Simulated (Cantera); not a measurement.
Source: NASA polynomial tables (part measured, part estimated), evaluated in Cantera. Values are per mole of reaction as written; species without (g) are pure solids or liquids, kept so even where they would boil at 1 bar.

**Question.** Between 300 and 1650 K, where is each reaction favourable under standard conditions?
- CaS + 3 C2H6(g) = H2S(g) + 2 C3H8(g) + Ca(g)

**Answer.** 
- CaS + 3 C2H6(g) = H2S(g) + 2 C3H8(g) + Ca(g): ΔG° is 626 kJ at 300 K and 418 kJ at 1650 K; it stays positive (K < 1). ΔH° is 665 kJ and ΔS° 150 J/K at 1650 K.
